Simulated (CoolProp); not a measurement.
Vapour-liquid equilibrium of ammonia (1) + n-hexane (2) at 357.8 K; x and y are mole fractions of (1).

Model: multi-fluid Helmholtz-energy mixture model, Gao 2020 and Thol 2019; pair parameters Bell 2016, in CoolProp.

| x | bubble pressure, mixture model (bar) | bubble pressure, Raoult's law (bar) | y, mixture model | y, Raoult's law |
|---|---|---|---|---|
| 0.05 | 4.898 | 3.835 | … | 0.597 |
| 0.2 | 18.87 | 10.45 | … | 0.875 |
| 0.35 | 30.22 | 17.07 | 0.928 | 0.938 |
| 0.5 | … | 23.69 | … | 0.966 |
| 0.65 | … | 30.31 | … | 0.981 |
| 0.8 | 38.60 | 36.93 | 0.947 | 0.991 |
| 0.95 | … | 43.55 | 0.981 | 0.998 |

Question: Some entries are withheld; supply them.

Answer: 
- 0.05, y, mixture model: 0.660
- 0.2, y, mixture model: 0.900
- 0.5, bubble pressure, mixture model (bar): 34.47
- 0.5, y, mixture model: 0.933
- 0.65, bubble pressure, mixture model (bar): 35.90
- 0.65, y, mixture model: 0.936
- 0.95, bubble pressure, mixture model (bar): 43.68

The largest gap from Raoult's law is +80.6 % in bubble pressure, at x = 0.2. No azeotrope shows between x = 0.05 and 0.95.

The pair parameters rest on a limited set of measurements; away from them the model extrapolates. With so large a gap from Raoult's law the liquid may split in two, which this calculation doesn't test in full.
